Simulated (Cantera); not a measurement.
## Stirred combustor or abatement burner

A perfectly stirred reactor is fed with H2 : O2 : N2 = 1 : 0.294 : 1.11 (molar parts), equivalence ratio 1.7, at 0.987 atm; it is adiabatic with a 675 K inlet, and is followed from long to short residence time, starting on the burning branch (τ in s: 0.2, 0.055, 0.015, 0.004, 0.0011, 0.0003, 8.1e-05, 2.2e-05, 6e-06).

Computed with Cantera and GRI-Mech 3.0 (53 species, 325 reactions).

| τ (s) | T (K) | x H2 | x O2 | x HO2 | x NO | x H2O |
|---|---|---|---|---|---|---|
| 0.20 | 2422 | 0.192 | 4.27e-5 | 3.30e-8 | 0.000206 | 0.275 |
| 0.055 | 2415 | 0.191 | 6.14e-5 | 4.48e-8 | 0.000191 | 0.274 |
| 0.015 | 2392 | 0.190 | 0.000121 | 8.59e-8 | 0.000156 | 0.273 |
| 0.0040 | 2336 | 0.186 | 0.000296 | 2.14e-7 | 0.000103 | 0.269 |
| 0.0011 | 2232 | 0.181 | 0.000756 | 5.17e-7 | 6.04e-5 | 0.263 |
| 0.00030 | 2066 | 0.172 | 0.00185 | 1.21e-6 | 3.73e-5 | 0.254 |
| 8.1e-5 | 1842 | 0.162 | 0.00429 | 3.04e-6 | 2.25e-5 | 0.243 |
| 2.2e-5 | 1582 | 0.162 | 0.0116 | 1.01e-5 | 9.44e-6 | 0.223 |
| 6.0e-6 | 675 | 0.416 | 0.122 | <1e-12 | <1e-12 | <1e-12 |
x: mole fraction; the columns are a selection and need not sum to one.
